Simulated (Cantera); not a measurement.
Charge: 1 mol SiO2, 4.2 mol HCl, 17 mol H2, equilibrated at 1848 K and 2.93 Torr.

Cantera equilibrium calculation (NASA polynomials, part measured and part estimated; ideal gas, pure solids and liquids). Candidate condensed phases: H2O, Si, SiO2; 30 gas species. The tables hold silica as quartz up to 1696 K and as liquid above; real silica turns to tridymite and cristobalite and melts near 1996 K. Rates play no part.

Base state: H2 0.738, HCl 0.189, SiO 0.0321, H2O 0.0321, H 0.00729, Cl 0.00142, OH 2.33e-5 (mole fractions); condensed: SiO2(condensed).

Task: What changes in the equilibrium state with this change: pressure from 2.93 Torr to 398 Torr?

Result: 
| species | before | after |
|---|---|---|
| H2 | 0.738 | 0.796 |
| HCl | 0.189 | 0.197 |
| H2O | 0.0321 | 0.00293 |
| SiO | 0.0321 | 0.00280 |
| SiCl2 | 4.31e-7 | 6.05e-5 |
| OH | 2.33e-5 | 1.76e-7 |
| Cl | 0.00142 | 0.000122 |
| H | 0.00729 | 0.000650 |
| SiO2(condensed), mol | 0.293 | 0.939 |

Task: What changes in the equilibrium state with this change: temperature from 1848 K to 1298 K?

Result: 
| species | before | after |
|---|---|---|
| H2 | 0.738 | 0.802 |
| HCl | 0.189 | 0.198 |
| H2O | 0.0321 | 3.04e-5 |
| SiO | 0.0321 | 1.31e-5 |
| OH | 2.33e-5 | <1e-9 |
| H | 0.00729 | 1.54e-5 |
| Cl | 0.00142 | 3.20e-6 |
| SiO2(condensed), mol | 0.293 | 0 |
| SiO2(β-quartz), mol | 0 | 1.000 |

Task: What changes in the equilibrium state with this change: HCl from 4.2 to 1.5 mol?

Result: 
```
species                before     after
--------------------  -------  --------
H2                      0.738     0.845
HCl                     0.189    0.0774
SiO                    0.0321    0.0344
H2O                    0.0321    0.0344
Cl                    0.00142  0.000543
H                     0.00729   0.00781
OH                    2.33e-5   2.33e-5
SiO2(condensed), mol    0.293     0.338
```
